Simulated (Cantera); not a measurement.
An isothermal, constant-pressure homogeneous reactor starts with 100 % N2O, at 1400 K and 13300 Pa.

Detailed kinetics in Cantera: GRI-Mech 3.0 (53 species, 325 reactions). GRI-Mech 3.0 was tuned for natural gas; its chemistry of N2O as a main component is partial and can be far from experiment. The temperature is held fixed by assumption; the heat of reaction is taken as removed at once.

x: mole fraction; the columns are a selection and need not sum to one.

| t (s) | x N2O | x NO2 | x O | x N2 | x NO | x O2 |
|---|---|---|---|---|---|---|
| 9.00e-5 | 1.000 | 1.16e-10 | 2.48e-5 | 0.000149 | 2.72e-5 | 5.54e-5 |
| 0.000490 | 0.998 | 5.67e-9 | 2.54e-5 | 0.000901 | 0.000191 | 0.000390 |
| 0.00267 | 0.992 | 1.67e-7 | 2.54e-5 | 0.00498 | 0.00108 | 0.00220 |
| 0.0146 | 0.956 | 3.25e-6 | 2.54e-5 | 0.0265 | 0.00579 | 0.0118 |
| 0.0794 | (withheld) | (withheld) | 2.52e-5 | (withheld) | (withheld) | (withheld) |
| 0.433 | 0.317 | 9.98e-5 | 2.38e-5 | 0.411 | 0.0885 | 0.183 |
| 2.36 | 0.0108 | 0.000185 | 7.18e-6 | 0.598 | 0.122 | 0.268 |
| 12.8 | 4.28e-6 | 0.000375 | 1.37e-6 | 0.606 | 0.122 | 0.272 |
| 70.0 | 4.15e-6 | 0.000374 | 1.37e-6 | 0.606 | 0.122 | 0.272 |

Fill in the missing entries.


- 0.0794, x N2O: 0.788
- 0.0794, x NO2: 2.67e-5
- 0.0794, x N2: 0.128
- 0.0794, x NO: 0.0278
- 0.0794, x O2: 0.0568
